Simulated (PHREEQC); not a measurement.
Make-up at 25 °C: 13 mmol/kgw HNO3, 0.066 mmol/kgw NaCl and 0.049 mmol/kgw KCl. Closed to the air; pH follows from the charge balance.

Computed with PHREEQC (ion-association model, phreeqc.dat).

Precipitation was switched off in this run.

Question: Estimate the pH.

Answer: pH 1.93.
